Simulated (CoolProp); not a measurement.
Values from CoolProp's reference Helmholtz-energy equation of state, Lemmon 2006. It is a short technical equation, of lower accuracy than the large ones.

**Question.** Give the vapour pressure (MPa), enthalpy of vaporisation (kJ/kg), liquid cp (kJ/(kg K)), vapour Z of saturated CH3F (R41) at 221.2, 246.7 K.

**Answer.** 
```tsv
T (K)	p (MPa)	enthalpy of vaporisation (kJ/kg)	liquid cp (kJ/(kg K))	vapour Z
221.2	0.359	448	2.14	0.907
246.7	0.924	400	2.29	0.831
```
